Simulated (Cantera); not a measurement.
A Cantera script and what it prints.

```python
import numpy as np
import cantera as ct

gas_names = """
    CL CL2 H HCL H2 N NH NH2 NH3 N2 N2H2 N2H4 Si SiCL SiCL2 SiCL3 SiCL4 SiH SiHCL3 SiH2 SiH2CL2 SiH3
    SiH3CL SiH4 SiN Si2 Si2N Si3
""".split()
cond_names = """
    NH4CL(a) NH4CL(b) Si(cr) Si(L) Si3N4(a)
""".split()


# ... load() reads the species with a 1 bar reference pressure and builds the phases ...
atoms = {
    'Si2Cl6': {'Si': 2, 'CL': 6},
    'HCl': {'H': 1, 'CL': 1},
    'N2': {'N': 2},
    'Cl2': {'CL': 2},
}
top_T = {'Si3N4(a)': 2400}  # K; cautious upper limits of use, not melting points


# ... equilibrate(T, P, feed) seeds the gas with the atoms and calls Mixture.equilibrate('TP', solver="vcs", rtol=1e-11, max_steps=5000) ...
results = []
feed = {'Si2Cl6': 1, 'HCl': 0.12, 'N2': 7.3, 'Cl2': 0.66}  # mol
T = 923  # K
P = 4600  # Pa
mix = equilibrate(T, P, feed)
results.append((T, P, feed, dict(zip(mix.species_names, mix.species_moles))))
x = sorted(zip(gas.X, gas.species_names), reverse=True)
print(f"T = {T:g} K  P = {P:g} Pa  gas = {mix.phase_moles(0):.4g} mol")
print("   x: " + "  ".join(f"{s} {v:.3e}" for v, s in x if v > 0.001))
print("   condensed (mol): " + ("  ".join(f"{mix.phase(i).name} {mix.phase_moles(i):.4g}"
      for i in range(1, mix.n_phases) if mix.phase_moles(i) > 1e-12) or "none"))
```

Output:

```
T = 923 K  P = 4600 Pa  gas = 9.136 mol
   x: N2 7.866e-01  SiCL4 2.004e-01  HCL 1.282e-02
   condensed (mol): Si3N4(a) 0.0564
```

Method: chemical equilibrium by Gibbs-energy minimisation in Cantera with the NASA 1993 tables (ideal gas, pure condensed phases). The feed counts by its element totals alone. N2 is the only nitrogen source here; it is nearly inert below about 1500 K, so the nitride shown seldom forms there in practice. The tables' values for SiCl3 are old estimates; treat these amounts as uncertain.
